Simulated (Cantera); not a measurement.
Mixture: CO : H2 : O2 : N2 = 1 : 0.5 : 1.6 : 6 (molar parts), equivalence ratio 0.47, at 5.00 bar, adiabatic and at constant pressure. Ignition delay is the time to a rise of 400 K.

Computed with Cantera and GRI-Mech 3.0 (53 species, 325 reactions). The hydrogen kinetics of GRI-Mech 3.0 are dated; newer H2 mechanisms differ, most at raised pressure. Below about 950 K walls govern HO2 and H2O2 in real vessels. Where the delays flatten at high temperature, the 400 K rule measures the pace of heat release, not the induction time.

**Question.** Predict: delay at 850 K; delay at 1000 K; delay at 1150 K; delay at 1300 K; delay at 1450 K.

**Answer.** 
| Item | Value |
|---|---|
| delay at 850 K | 0.632 s |
| delay at 1000 K | 6.04 ms |
| delay at 1150 K | 55.8 µs |
| delay at 1300 K | 13.3 µs |
| delay at 1450 K | 8.02 µs |
